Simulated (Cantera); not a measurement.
An adiabatic, constant-volume homogeneous reactor starts with CH4 : CO : O2 : N2 = 1 : 0.2 : 4.12 : 15.5 (molar parts), equivalence ratio 0.51, at 975 K and 1.00 bar. Integrator tolerance rtol = 1e-08.

Cantera simulation using GRI-Mech 3.0 (53 species, 325 reactions); the numbers are that mechanism's predictions, not measurements. Below about 1000 K GRI-Mech 3.0 lacks low-temperature oxidation paths.

Problem. What does this change do: CH4 1 to 0.68 parts?

Solution. 
```
quantity                                                              before                                      after
---------------------------------  -----------------------------------------  -----------------------------------------
time of steepest temperature rise                                     1.46 s                                     1.19 s
temperature at 8.00 s                                                 2296 K                                     1987 K
equilibrium temperature                                               2296 K                                     1986 K
x(CH4) at 8.00 s                       <1e-12 (gas-phase equilibrium <1e-12)      <1e-12 (gas-phase equilibrium <1e-12)
x(CO) at 8.00 s                      0.00139 (gas-phase equilibrium 0.00139)  0.000101 (gas-phase equilibrium 0.000100)
x(O2) at 8.00 s                        0.0915 (gas-phase equilibrium 0.0915)        0.127 (gas-phase equilibrium 0.127)
x(NO) at 8.00 s                        0.0100 (gas-phase equilibrium 0.0100)    0.00545 (gas-phase equilibrium 0.00564)
x(HCO) at 8.00 s                   8.12e-11 (gas-phase equilibrium 8.12e-11)      <1e-12 (gas-phase equilibrium <1e-12)
x(H2O2) at 8.00 s                    1.90e-7 (gas-phase equilibrium 1.90e-7)    5.96e-8 (gas-phase equilibrium 5.95e-8)
```

Problem. What does this change do: pressure from 1.00 bar to 10.0 bar?

Solution. 
```csv
quantity,before,after
time of steepest temperature rise,1.46 s,0.156 s
temperature at 8.00 s,2296 K,2319 K
equilibrium temperature,2296 K,2319 K
x(CH4) at 8.00 s,<1e-12 (gas-phase equilibrium <1e-12),<1e-12 (gas-phase equilibrium <1e-12)
x(CO) at 8.00 s,0.00139 (gas-phase equilibrium 0.00139),0.000512 (gas-phase equilibrium 0.000512)
x(O2) at 8.00 s,0.0915 (gas-phase equilibrium 0.0915),0.0915 (gas-phase equilibrium 0.0915)
x(NO) at 8.00 s,0.0100 (gas-phase equilibrium 0.0100),0.0105 (gas-phase equilibrium 0.0105)
x(HCO) at 8.00 s,8.12e-11 (gas-phase equilibrium 8.12e-11),6.22e-11 (gas-phase equilibrium 6.22e-11)
x(H2O2) at 8.00 s,1.90e-7 (gas-phase equilibrium 1.90e-7),6.48e-7 (gas-phase equilibrium 6.48e-7)
```
